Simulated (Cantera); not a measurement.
Charge: 1 mol SiCl4, 0.028 mol Cl2, 35 mol N2, 2.7 mol HCl, held at 1452 °C and 1.00 Torr.

Method: chemical equilibrium by Gibbs-energy minimisation in Cantera with the NASA 1993 tables (ideal gas, pure condensed phases). The tables' values for SiCl3 are old estimates; treat these amounts as uncertain. Kinetics and transport are ignored.

| species | before | after |
|---|---|---|
| N2 | 0.867 | 0.903 |
| HCl | 0.0668 | 0.0697 |
| SiCl4 | 0.00244 | 0.0258 |
| Cl | 0.0413 | 0.00140 |
| SiCl2 | 0.0175 | 5.23e-7 |
| H | 3.24e-5 | 6.99e-9 |
| H2 | 4.06e-5 | 2.98e-7 |
| SiCl3 | 0.00479 | 4.32e-5 |
| Cl2 | 4.75e-5 | 4.45e-5 |
Gas species are given as mole fractions.

**Question.** Which change was made?
A) SiCl4 replaced by Si3H8
B) temperature from 1452 °C to 975 °C
C) Cl2 from 0.028 to 0.65 mol
D) pressure from 1.00 Torr to 23.3 Torr

**Answer.** B, temperature from 1452 °C to 975 °C
